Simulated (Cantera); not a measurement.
Input: 1 mol SiH2Cl2, 6.6 mol NO, held at 20.0 mbar.

Cantera equilibrium calculation (NASA polynomials, part measured and part estimated; ideal gas, pure solids and liquids). Candidate condensed phases: H2O, NH4Cl, Si, SiO2, Si2N2O, Si3N4; 47 gas species. The tables hold silica as quartz up to 1696 K and as liquid above; real silica turns to tridymite and cristobalite and melts near 1996 K. Rates play no part.

### Question
Which condensed phases are stable at each of these points (T (°C)): 1277, 1302, 1327, 1352, 1377, 1402, 1427, 1452, 1477, 1502?

### Answer
| T (°C) | condensed phases | Si condensed (%) |
|---|---|---|
| 1277 | SiO2(β-quartz) | 100.0 |
| 1302 | SiO2(β-quartz) | 100.0 |
| 1327 | SiO2(β-quartz) | 100.0 |
| 1352 | SiO2(β-quartz) | 100.0 |
| 1377 | SiO2(β-quartz) | 100.0 |
| 1402 | SiO2(β-quartz) | 100.0 |
| 1427 | SiO2(condensed) | 100.0 |
| 1452 | SiO2(condensed) | 100.0 |
| 1477 | SiO2(condensed) | 100.0 |
| 1502 | SiO2(condensed) | 100.0 |

From 1277 °C to 1402 °C the condensed part is SiO2(β-quartz). From 1427 °C to 1502 °C the condensed part is SiO2(condensed).
